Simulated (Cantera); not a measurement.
Ignition delay

Mixture: CH4 : O2 : N2 = 1 : 0.909 : 3.42 (molar parts), at 1.01 bar, adiabatic and at constant volume. Ignition delay is the time to a rise of 400 K.

Cantera simulation using GRI-Mech 3.0 (53 species, 325 reactions); the numbers are that mechanism's predictions, not measurements.

```json
[
 {"T0 (K)": "1075", "delay (ms)": "452"},
 {"T0 (K)": "1150", "delay (ms)": "138"},
 {"T0 (K)": "1225", "delay (ms)": "46.1"},
 {"T0 (K)": "1300", "delay (ms)": "16.7"},
 {"T0 (K)": "1375", "delay (ms)": "6.44"},
 {"T0 (K)": "1450", "delay (ms)": "2.65"},
 {"T0 (K)": "1525", "delay (ms)": "1.17"}
]
```

```json
{
 "apparent activation energy between 1375 and 1525 K": "200 kJ/mol"
}
```
